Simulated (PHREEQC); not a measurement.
Consider water at 25 °C with 0.019 mol HF, 0.032 mol NaF and 0.00028 mol H3PO4 per kg of water. Closed to the air; pH follows from the charge balance.

Equilibrium calculation in PHREEQC: ion-association model, wateq4f.dat.

```
Quantity                   Value
----------------  --------------
pH                          3.38
ionic strength    0.0321 mol/kgw
total alkalinity    -19.3 meq/kg
```

| species | molality | activity | log γ |
|---|---|---|---|
| Na+ | 0.0316 | 0.0268 | -0.072 |
| F- | 0.0300 | 0.0252 | -0.076 |
| HF | 0.0157 | 0.0158 | 0.003 |
| HF2- | 0.00182 | 0.00153 | -0.076 |
| H2F2 | 0.000645 | 0.000650 | 0.003 |
| H+ | 0.000479 | 0.000418 | -0.060 |
| NaF | 0.000386 | 0.000389 | 0.003 |
| H2PO4- | 0.000266 | 0.000227 | -0.069 |
| H3PO4 | 1.38e-5 | 1.40e-5 | 0.003 |
| HPO4-2 | 6.46e-8 | 3.37e-8 | -0.282 |
| NaHPO4- | 2.07e-9 | 1.76e-9 | -0.069 |

This is a speciation only: nothing precipitates in the calculation. H3PO4, which wateq4f.dat lacks, is added to it with the constant of phreeqc.dat.
